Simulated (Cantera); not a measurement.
A closed system holds: 1 mol Si₃H₈, 0.55 mol Cl₂, 700 mol H₂, held at 1 atm.

These are equilibrium values from Cantera (NASA tables, ideal gas, pure condensed phases), not measurements of a reactor. Candidate condensed phases: Si; 19 gas species. The feed counts by its element totals alone. Gases not in the tables: Si₂H₆ and higher silanes. Equilibrium is a limit: real reactors are often held back by kinetics, nucleation or transport.

Q: Which condensed phases are stable at each of these points (T (K)): 873, 948, 1023, 1098, 1173, 1248, 1323, 1398, 1473, 1548, 1623, 1698?

A: 
| T (K) | condensed phases | Si condensed (%) |
|---|---|---|
| 873 | Si(s) | 91.6 |
| 948 | Si(s) | 94.9 |
| 1023 | Si(s) | 97.9 |
| 1098 | Si(s) | 99.2 |
| 1173 | Si(s) | 99.6 |
| 1248 | Si(s) | 99.7 |
| 1323 | Si(s) | 99.8 |
| 1398 | Si(s) | 99.8 |
| 1473 | Si(s) | 99.7 |
| 1548 | Si(s) | 99.7 |
| 1623 | Si(s) | 99.6 |
| 1698 | Si(l) | 99.4 |

From 873 K to 1623 K the condensed part is Si(s). At 1698 K the condensed part is Si(l).
